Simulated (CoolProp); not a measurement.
Vapour-liquid equilibrium of CH2F2 (R32) (1) + R134a (2) at -94.85 °C; x and y are mole fractions of (1).

Model: multi-fluid Helmholtz-energy mixture model, Tillner-Roth 1997 and Tillner-Roth 1994; pair parameters Lemmon 2004, in CoolProp.

| x | bubble pressure, mixture model (bar) | bubble pressure, Raoult's law (bar) | y, mixture model | y, Raoult's law |
|---|---|---|---|---|
| 0.05 | 0.01237 | 0.01204 | 0.267 | 0.248 |
| 0.15 | 0.01786 | 0.01706 | 0.545 | 0.525 |
| 0.25 | 0.02314 | 0.02208 | 0.688 | 0.676 |
| 0.35 | 0.02823 | 0.02709 | 0.777 | 0.771 |
| 0.45 | 0.03318 | 0.03211 | 0.837 | 0.837 |
| 0.55 | 0.03804 | 0.03713 | 0.882 | 0.884 |
| 0.65 | 0.04284 | 0.04215 | 0.918 | 0.921 |
| 0.75 | 0.04762 | 0.04716 | 0.946 | 0.949 |
| 0.85 | 0.05241 | 0.05218 | 0.970 | 0.973 |
| 0.95 | 0.05726 | 0.05720 | 0.991 | 0.992 |

The largest gap from Raoult's law is +4.8 % in bubble pressure, at x = 0.25. No azeotrope shows between x = 0.05 and 0.95.

Pair parameters are fitted to limited data, so mixtures are less certain than the pure fluids.
